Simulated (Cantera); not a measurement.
Feed: 1 mol SO2, 0.25 mol O2, 8.5 mol N2, held at 923.15 K and 0.100 bar.

Method: chemical equilibrium by Gibbs-energy minimisation in Cantera with the NASA 1993 tables (ideal gas, pure condensed phases). Candidate condensed phases: S; 17 gas species. Rates play no part.

Base state: N2 0.879, SO2 0.0862, O2 0.0172, SO3 0.0172 (mole fractions); condensed: gas only.

Problem. What changes in the equilibrium state with this change: temperature from 923.15 K to 748.15 K?

Solution. 
```tsv
species	before	after
N2	0.879	0.894
SO2	0.0862	0.0545
SO3	0.0172	0.0507
O2	0.0172	0.000938
```

Problem. What changes in the equilibrium state with this change: SO2 replaced by HI?

Solution. 
| species | before | after |
|---|---|---|
| N2 | 0.879 | 0.887 |
| H2O | 0 | 0.0522 |
| I2 | 0 | 0.0437 |
| SO2 | 0.0862 | 0 |
| SO3 | 0.0172 | 0 |
| I | 0 | 0.0170 |
| O2 | 0.0172 | 6.51e-6 |
| HI | 0 | 2.62e-5 |
Further candidate phases: H2O, I2.
